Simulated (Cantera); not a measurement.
Charge: 1 mol N2O, 9.7 mol H2, held at 3225 K and 0.00133 bar.

These are equilibrium values from Cantera (NASA tables, ideal gas, pure condensed phases), not measurements of a reactor. Candidate condensed phases: H2O; 24 gas species. Rates play no part.

Base state: H 0.894, N2 0.0471, O 0.0459, H2 0.0118, OH 0.00101, N 0.000319, NO 0.000237, O2 5.22e-5 (mole fractions); condensed: gas only.

Question: What changes in the equilibrium state with this change: temperature from 3225 K to 2075 K?

Answer: 
| species | before | after |
|---|---|---|
| H2 | 0.0118 | 0.756 |
| N2 | 0.0471 | 0.0904 |
| H2O | 3.43e-5 | 0.0895 |
| H | 0.894 | 0.0634 |
| O | 0.0459 | 5.16e-5 |
| N | 0.000319 | 2.11e-8 |
| NO | 0.000237 | 1.12e-5 |

Question: What changes in the equilibrium state with this change: temperature from 3225 K to 1798.15 K?

Answer: 
```csv
species,before,after
H2,0.0118,0.805
N2,0.0471,0.0930
H2O,3.43e-5,0.0930
H,0.894,0.00866
O,0.0459,5.48e-7
N,0.000319,<1e-9
O2,5.22e-5,2.80e-8
NO,0.000237,5.19e-7
```
